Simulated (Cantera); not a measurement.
A Cantera script and its output.

```python
import numpy as np
import cantera as ct

gas = ct.Solution("gri30.yaml")


def delay(T, t_max=10):
    gas.TPX = T, 300000, {'CH4': 1, 'O2': 3.17, 'N2': 21}
    reactor = ct.IdealGasConstPressureReactor(gas, clone=False)
    net = ct.ReactorNet([reactor])
    net.rtol, net.atol = 1e-8, 1e-16
    while net.time < t_max:
        t_old, T_old = net.time, reactor.T
        net.step()
        if reactor.T > T + 400:  # ignition: a rise of 400 K
            return t_old + (T + 400 - T_old) / (reactor.T - T_old) * (net.time - t_old)
    return np.nan


taus = []
for T in [1075, 1125, 1175, 1225, 1275, 1325]:
    taus.append(delay(T))
    print(f"T0 = {T:6g} K   tau = {taus[-1]:.4e} s")
```

It prints:

```
T0 =   1075 K   tau = 1.3218e-01 s
T0 =   1125 K   tau = 6.3551e-02 s
T0 =   1175 K   tau = 3.1675e-02 s
T0 =   1225 K   tau = 1.6301e-02 s
T0 =   1275 K   tau = 8.6397e-03 s
T0 =   1325 K   tau = 4.7061e-03 s
```

Cantera simulation using GRI-Mech 3.0 (53 species, 325 reactions); the numbers are that mechanism's predictions, not measurements.
